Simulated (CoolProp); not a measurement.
Saturation properties of R115.

Values from CoolProp's reference Helmholtz-energy equation of state, Lemmon 2016.

```
T (°C)  p (MPa)  vapour density (kg/m³)
------  -------  ----------------------
-69.05  0.02120                   1.956
-57.85        ?                   3.571
-46.65  0.07177                   6.089
-35.45        ?                   9.817
-24.25   0.1889                       ?
-13.05   0.2856                   22.42
-1.85    0.4157                   32.25
9.35     0.5858                   45.31
20.55    0.8027                       ?
31.75     1.074                   85.31
42.95     1.408                   116.0
```

Q: Complete the blanks.

A: 
- -57.85, p (MPa): 0.04048
- -35.45, p (MPa): 0.1195
- -24.25, vapour density (kg/m³): 15.12
- 20.55, vapour density (kg/m³): 62.53

It boils at -39.2 °C under 1 atm.
